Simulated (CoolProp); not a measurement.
Aqueous potassium formate as a coolant, at -6 °C, 1 atm.

The numbers come from the Melinder's fits for secondary coolants in CoolProp.

```tsv
mass %	freezing point (°C)	density (kg/m³)	cp (kJ/(kg K))	Prandtl number	viscosity (mPa s)
17.4	-9.7	1112	3.521	17.3	2.60
21.7	-13.0	1141	3.366	17.8	2.77
26.1	-17.0	1171	3.219	18.6	2.99
30.4	-21.6	1202	3.086	19.5	3.21
34.8	-27.2	1234	2.963	20.6	3.46
```
